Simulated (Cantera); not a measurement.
Feed: 1 mol CuO, 1.2 mol H2, 5.2 mol H2O, held at 1225 K and 100000 Pa.

Equilibrium computed with Cantera from the NASA thermochemical tables; the gas is ideal and each condensed phase is pure. Candidate condensed phases: Cu, CuO, Cu(OH)2, Cu2O, H2O; 12 gas species. Equilibrium is a limit: real reactors are often held back by kinetics, nucleation or transport.

Base state: H2O 0.969, H2 0.0312 (mole fractions); condensed: Cu(s).

Question: What changes in the equilibrium state with this change: CuO replaced by Fe3O4?

Answer: 
```
species        before   after
-------------  ------  ------
H2O             0.969   0.965
H2             0.0312  0.0354
Cu(s), mol       1.00       0
FeO(s), mol         0    2.92
Fe3O4(s), mol       0  0.0268
```
Mutual solubility and eutectic melting of coexisting phases are not modelled. The tables' stoichiometric FeO is somewhat more stable than real wüstite, so its field is too wide. FeO: taken at fixed stoichiometry. Further candidate phases: Fe, FeO, Fe(OH)2, Fe(OH)3, Fe2O3, Fe3O4.
